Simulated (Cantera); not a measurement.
Feed: 1 mol Cu2O, 0.64 mol CH4, 0.36 mol N2, equilibrated at 1398 K and 2.60 bar.

Cantera equilibrium calculation (NASA polynomials, part measured and part estimated; ideal gas, pure solids and liquids). Candidate condensed phases: C, C6H6, C7H8, C8H18, Cu, CuO, Cu(OH)2, Cu2O, H2O; 139 gas species. Kinetics and transport are ignored.

Base state: H2 0.436, CO 0.248, N2 0.158, H2O 0.125, CO2 0.0329, NH3 2.56e-5, CH4 1.84e-5 (mole fractions); condensed: Cu(l).

Problem. What changes in the equilibrium state with this change: Cu2O replaced by SiO2?

Solution. 
```json
[
 {"species": "H2", "before": "0.436", "after": "0.747"},
 {"species": "N2", "before": "0.158", "after": "0.197"},
 {"species": "CO", "before": "0.248", "after": "0.0496"},
 {"species": "H2O", "before": "0.125", "after": "0.000364"},
 {"species": "CO2", "before": "0.0329", "after": "1.12e-5"},
 {"species": "CH4", "before": "1.84e-5", "after": "0.00633"},
 {"species": "HCN", "before": "1.09e-6", "after": "0.000187"},
 {"species": "NH3", "before": "2.56e-5", "after": "6.41e-5"},
 {"species": "Cu(l), mol", "before": "2.00", "after": "0"},
 {"species": "C(graphite), mol", "before": "0", "after": "0.545"},
 {"species": "SiO2(β-quartz), mol", "before": "0", "after": "0.944"},
 {"species": "Si2N2O(s), mol", "before": "0", "after": "0.0281"}
]
```
N2 is the only nitrogen source here; it is nearly inert below about 1500 K, so the nitride shown seldom forms there in practice. Mutual solubility and eutectic melting of coexisting phases are not modelled. The tables hold silica as quartz up to 1696 K and as liquid above; real silica turns to tridymite and cristobalite and melts near 1996 K. Further candidate phases: Si, SiC, SiO2, Si2N2O, Si3N4.
